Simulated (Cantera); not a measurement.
# Equilibrium for aluminium nitride and oxide growth: AlCl3 + O2 + H2

Charge: 1 mol AlCl3, 0.32 mol O2, 3.9 mol H2, at 2.10 mbar.

Method: chemical equilibrium by Gibbs-energy minimisation in Cantera with the NASA 1993 tables (ideal gas, pure condensed phases). Candidate condensed phases: Al, AlCl3, Al2O3, H2O; 29 gas species. The tables' values for AlCl2 are old estimates; treat these amounts as uncertain. Condensed phases not in the tables: AlOCl. Equilibrium is a limit: real reactors are often held back by kinetics, nucleation or transport.

```
T (K)  log p H2  log p HCl  log p AlCl3  log p AlCl2  log p Al2Cl6  log p AlCl  log p H  n Al2O3(s)
-----  --------  ---------  -----------  -----------  ------------  ----------  -------  ----------
675       -2.87      -3.28        -3.65       -13.26         -5.32        <-14     <-14       0.213
750       -2.87      -3.28        -3.63       -11.63         -6.22        <-14   -13.94       0.213
825       -2.87      -3.28        -3.63       -10.31         -6.97      -14.05   -12.54       0.213
900       -2.87      -3.28        -3.63        -9.22         -7.59      -12.25   -11.37       0.213
975       -2.87      -3.28        -3.63        -8.29         -8.10      -10.72   -10.38       0.213
1050      -2.87      -3.28        -3.63        -7.50         -8.54       -9.42    -9.53       0.213
1125      -2.87      -3.28        -3.63        -6.82         -8.92       -8.30    -8.79       0.213
1200      -2.87      -3.28        -3.63        -6.23         -9.25       -7.32    -8.14       0.213
1275      -2.87      -3.28        -3.63        -5.71         -9.54       -6.46    -7.57       0.213
1350      -2.88      -3.27        -3.64        -5.26         -9.81       -5.72    -7.06       0.213
```
log p: log10 of the partial pressure in bar; n: condensed amount in mol.

From 675 K to 1350 K the condensed part is Al2O3(s). The main Al-bearing gas is AlCl3 throughout.
